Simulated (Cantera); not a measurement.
Hydrocarbon pyrolysis for carbon deposition

An isothermal, constant-pressure homogeneous reactor starts with C3H8 : H2 : H2O = 1 : 2.4 : 0.22 (molar parts), at 1300 K and 0.503 Torr.

Model: GRI-Mech 3.0 (53 species, 325 reactions), integrated in Cantera. GRI-Mech 3.0 was tuned for natural gas; its chemistry of propane as a main component is partial and can be far from experiment. GRI-Mech 3.0 stops at C3 and has no aromatics, soot or wall deposition, so with more carbon than oxygen in the feed, carbon stays in small species such as C2H2 where larger ones or solid carbon would form. Radical loss at walls, strong at low pressure, is not modelled.

```
t (s)       x C3H8   x H2    x C2H6    x C2H4    x C2H2
--------  --------  -----  --------  --------  --------
0.000100     0.276  0.663   1.86e-7   1.43e-6    <1e-12
0.000246     0.276  0.663   1.10e-6   1.13e-5  3.39e-12
0.000607     0.276  0.663   6.26e-6   8.52e-5  1.14e-10
0.00150      0.275  0.662   3.25e-5  0.000533   6.13e-9
0.00368      0.271  0.661  0.000141   0.00280   3.10e-7
0.00908      0.257  0.653  0.000499    0.0131   1.17e-5
0.0224       0.198  0.625   0.00189    0.0567  0.000347
0.0551      0.0641  0.562   0.00445     0.155   0.00599
0.136      0.00368  0.540   0.00189     0.179    0.0284
0.334     0.000234  0.546  0.000599     0.162    0.0458
0.824      1.37e-5  0.552  0.000216     0.148    0.0580
2.03       2.39e-7  0.557   7.04e-5     0.135    0.0688
5.00       1.73e-9  0.563   1.74e-5     0.122    0.0801
```
x: mole fraction; the columns are a selection and need not sum to one.

Equilibrium at this temperature and pressure: C3H8 <1e-12, H2 0.763, C2H6 7.55e-9, C2H4 0.000294, C2H2 0.202 (gas phase only).
